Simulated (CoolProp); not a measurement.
Vapour-liquid equilibrium of carbon dioxide (1) + R134a (2) at -33.85 °C; x and y are mole fractions of (1).

The numbers come from the multi-fluid Helmholtz-energy mixture model, Span 1996 and Tillner-Roth 1994; pair parameters Bell 2016 in CoolProp.

```json
[
 {"x": "0.05", "bubble pressure (MPa)": "[?]", "y at the bubble point": "0.421", "dew pressure at overall composition x (MPa)": "0.07355", "liquid density (mol/L)": "14.06"},
 {"x": "0.2", "bubble pressure (MPa)": "0.2825", "y at the bubble point": "0.790", "dew pressure at overall composition x (MPa)": "0.08656", "liquid density (mol/L)": "15.18"},
 {"x": "0.35", "bubble pressure (MPa)": "0.4664", "y at the bubble point": "[?]", "dew pressure at overall composition x (MPa)": "[?]", "liquid density (mol/L)": "16.44"},
 {"x": "0.5", "bubble pressure (MPa)": "0.6497", "y at the bubble point": "0.937", "dew pressure at overall composition x (MPa)": "0.1336", "liquid density (mol/L)": "[?]"},
 {"x": "0.65", "bubble pressure (MPa)": "0.8260", "y at the bubble point": "0.962", "dew pressure at overall composition x (MPa)": "0.1834", "liquid density (mol/L)": "19.55"},
 {"x": "0.8", "bubble pressure (MPa)": "1.000", "y at the bubble point": "0.980", "dew pressure at overall composition x (MPa)": "0.2935", "liquid density (mol/L)": "21.52"},
 {"x": "0.95", "bubble pressure (MPa)": "1.185", "y at the bubble point": "0.995", "dew pressure at overall composition x (MPa)": "0.7335", "liquid density (mol/L)": "23.90"}
]
```

### Question
Some entries are withheld; supply them.

### Answer

- 0.05, bubble pressure (MPa): 0.1168
- 0.35, y at the bubble point: 0.892
- 0.35, dew pressure at overall composition x (MPa): 0.1051
- 0.5, liquid density (mol/L): 17.88

No azeotrope shows between x = 0.05 and 0.95.

Pair parameters are fitted to limited data, so mixtures are less certain than the pure fluids.
